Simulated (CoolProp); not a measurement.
Vapour-liquid equilibrium of dimethyl ether (1) + n-pentane (2) at 0.0283 bar; x and y are mole fractions of (1).

Computed with CoolProp (multi-fluid Helmholtz-energy mixture model, Wu 2011 and Thol 2019; pair parameters Bell 2016).

```
x     bubble temperature (°C)  y at the bubble point  dew temperature at overall composition x (°C)  liquid density (mol/L)
----  -----------------------  ---------------------  ---------------------------------------------  ----------------------
0.05                    -46.5                  0.416                                          -40.1              (withheld)
0.2                     -65.6                  0.898                                          -42.4                   10.77
0.35                    -76.1                  0.971                                          -45.1              (withheld)
0.5                     -80.7             (withheld)                                          -48.4              (withheld)
0.65               (withheld)                  0.990                                          -52.7                   14.00
0.8                     -83.1                  0.992                                     (withheld)                   15.36
0.95               (withheld)                  0.996                                     (withheld)                   17.00
```

Q: What belongs in the gaps?

A: 
- 0.05, liquid density (mol/L): 9.771
- 0.35, liquid density (mol/L): 11.78
- 0.5, y at the bubble point: 0.986
- 0.5, liquid density (mol/L): 12.83
- 0.65, bubble temperature (°C): -82.4
- 0.8, dew temperature at overall composition x (°C): -58.9
- 0.95, bubble temperature (°C): -83.9
- 0.95, dew temperature at overall composition x (°C): -71.9

No azeotrope shows between x = 0.05 and 0.95.

The pair parameters rest on a limited set of measurements; away from them the model extrapolates. The gap from Raoult's law changes sign with composition, which may be real or a fault of the pair parameters; it wasn't checked against measurements.
